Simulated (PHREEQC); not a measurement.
Dissolve 14 mmol/kgw K2SiO3 and 6.9 mmol/kgw MgBr2 at 91 °C and 500 atm. Closed to the air; pH follows from the charge balance.

Model: Pitzer model, pitzer.dat, run in PHREEQC.

The pH comes out as 10.12. The ionic strength comes out as 0.0421 mol/kgw and the osmotic coefficient is 0.924. The total alkalinity is 28.0 meq/kg.

| species | molality | activity | log γ |
|---|---|---|---|
| K+ | 0.0280 | 0.0227 | -0.090 |
| Br- | 0.0138 | 0.0111 | -0.093 |
| H3SiO4- | 0.0125 | 0.00981 | -0.107 |
| OH- | 0.0104 | 0.00826 | -0.098 |
| MgOH+ | 0.00367 | 0.00293 | -0.098 |
| Mg+2 | 0.00323 | 0.00132 | -0.388 |
| H4SiO4 | 0.000744 | 0.000746 | 0.001 |
| H2SiO4-2 | 0.000714 | 0.000262 | -0.435 |

No solid was allowed to form. Complexes and solids missing from the database can't appear. Under pressure, the constants of complexes without a molar volume in the database are unreliable. At this temperature some constants are extrapolated from 25 °C, and those without enthalpy data are left unchanged.
